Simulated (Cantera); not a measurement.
What does this Cantera script print?

```python
import numpy as np
import cantera as ct

gas_names = """
    C CH CH2 CH3 CH2OH CH3O CH4 CH3OH CO CO2 COOH C2 C2H CHCO,ketyl C2H2,acetylene C2H2,vinylidene
    CH2CO,ketene C2H3,vinyl CH3CO,acetyl C2H4 C2H4O,ethylen CH3CHO,ethanal CH3COOH (HCOOH)2 C2H5 C2H6
    CH3OCH3 C2H5OH C2O C3 C3H3,propargyl C3H4,allene C3H4,propyne C3H4,cyclo- C3H5,allyl C3H6,propylene
    C3H6,cyclo- C3H6O C3H7,n-propyl C3H7,i-propyl C3H8 C3H8O,1propanol C3H8O,2propanol C3O2 C4 C4H2
    C4H4,1,3-cyclo- C4H6,butadiene C4H6,2-butyne C4H6,cyclo- C4H8,1-butene C4H8,cis2-buten
    C4H8,tr2-butene C4H8,isobutene C4H8,cyclo- (CH3COOH)2 C4H9,n-butyl C4H9,i-butyl C4H9,s-butyl
    C4H9,t-butyl C4H10,isobutane C4H10,n-butane C5 C5H6,1,3cyclo- C5H8,cyclo- C5H10,1-pentene
    C5H10,cyclo- C5H11,pentyl C5H11,t-pentyl C5H12,n-pentane C5H12,i-pentane CH3C(CH3)2CH3 C6H2
    C6H5,phenyl C6H5O,phenoxy C6H6 C6H5OH,phenol C6H10,cyclo- C6H12,1-hexene C6H12,cyclo- C6H13,n-hexyl
    C7H7,benzyl C7H8 C7H8O,cresol C7H14,1-heptene C7H15,n-heptyl C7H16,n-heptane C8H8,styrene
    C8H10,ethylbenz C8H16,1-octene C8H17,n-octyl C8H18,isooctane C8H18,n-octane C9H19,n-nonyl
    C10H8,naphthale C10H21,n-decyl C12H9,o-bipheny C12H10,bipheny Cu CuO Cu2 H HCO HO2 H2
    HCHO,formaldehy HCOOH H2O H2O2 O OH O2 O3
""".split()
cond_names = """
    C(gr) C6H6(L) C7H8(L) C8H18(L),n-octa Cu(cr) Cu(L) CuO(s) CuO2H2(s) Cu2O(s) Cu2O(L) H2O(s) H2O(L)
""".split()


def load(file, names, dense=False):
    # The tables refer to 1 bar. Condensed volumes are neglected.
    table = {s.name: s for s in ct.Species.list_from_file(file)}
    out = []
    for n in names:
        d = dict(table[n].input_data)
        d["thermo"] = dict(d["thermo"], **{"reference-pressure": 1e5})
        if dense:
            d["equation-of-state"] = {"model": "constant-volume", "density": "1e6 g/cm^3"}
        out.append(ct.Species.from_dict(d))
    return out


gas = ct.Solution(thermo="ideal-gas", species=load("nasa_gas.yaml", gas_names))
cond = {s.name: ct.Solution(thermo="fixed-stoichiometry", species=[s], name=s.name)
        for s in load("nasa_condensed.yaml", cond_names, dense=True)}
atoms = {
    'Cu2O': {'Cu': 2, 'O': 1},
    'CH4': {'C': 1, 'H': 4},
    'CO': {'C': 1, 'O': 1},
}
top_T = {'C(gr)': 4500, 'CuO(s)': 1390}  # K; cautious upper limits of use, not melting points


def equilibrate(T, P, feed):
    n = {}
    for name, mol in feed.items():
        for a, k in atoms[name].items():
            n[a] = n.get(a, 0.0) + k * mol
    gas.TPX = T, P, n
    mass = sum(n.values()) * gas.mean_molecular_weight
    gas.equilibrate("TP")
    valid = [c for c in cond.values() if c.min_temp <= T <= top_T.get(c.name, c.max_temp)]
    mix = ct.Mixture([(gas, mass / gas.mean_molecular_weight)] + [(c, 0.0) for c in valid])
    mix.T, mix.P = T, P
    mix.equilibrate("TP", solver="vcs", rtol=1e-11, max_steps=5000)
    return mix


results = []
feed = {'Cu2O': 1, 'CH4': 2.6, 'CO': 0.11}  # mol
T = 1798.15  # K
P = 11000  # Pa
mix = equilibrate(T, P, feed)
results.append((T, P, feed, dict(zip(mix.species_names, mix.species_moles))))
print(gas.report(threshold=0.001))
for i in range(1, mix.n_phases):
    print(f"{mix.phase(i).name:16s} {mix.phase_moles(i):12.5e} mol")
```

It prints:

```
       temperature   1798.2 K
          pressure   11000 Pa
           density   0.0050513 kg/m^3
  mean mol. weight   6.8655 kg/kmol
   phase of matter   gas

                          1 kg             1 kmol
                     ---------------   ---------------
          enthalpy        4.2492e+06        2.9173e+07  J
   internal energy        2.0716e+06        1.4222e+07  J
           entropy             32004        2.1973e+05  J/K
    Gibbs function         -5.33e+07       -3.6593e+08  J
 heat capacity c_p            4930.8             33852  J/K
 heat capacity c_v            3719.7             25538  J/K

                      mass frac. Y      mole frac. X     chem. pot. / RT
                     ---------------   ---------------   ---------------
                CO            0.7139           0.17498           -38.689
                Cu          0.044597         0.0048182           -7.3788
                H2            0.2405           0.81902           -21.554
     [ +110 minor]        0.00099884         0.0011762

C(gr)             1.59786e+00 mol
Cu(L)             1.96932e+00 mol
Cu2O(L)           0.00000e+00 mol
```

These are equilibrium values from Cantera (NASA tables, ideal gas, pure condensed phases), not measurements of a reactor.
